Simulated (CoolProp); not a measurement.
Vapour-liquid equilibrium of R22 (1) + R123 (2) at 0.039 MPa; x and y are mole fractions of (1).

Model: multi-fluid Helmholtz-energy mixture model, Kamei 1995 and Younglove 1994; pair parameters Bell 2016, in CoolProp.

Q: Give the bubble temperature and the first vapour's composition at x = 0.05, 0.85, 0.95. Is there an azeotrope?

A: x = 0.05: 265.3 K, y = 0.446; x = 0.85: 216.5 K, y = 0.995; x = 0.95: 214.7 K, y = 0.998. No azeotrope shows between x = 0.05 and 0.95.

Pair parameters are fitted to limited data, so mixtures are less certain than the pure fluids. The gap from Raoult's law changes sign with composition, which may be real or a fault of the pair parameters; it wasn't checked against measurements.
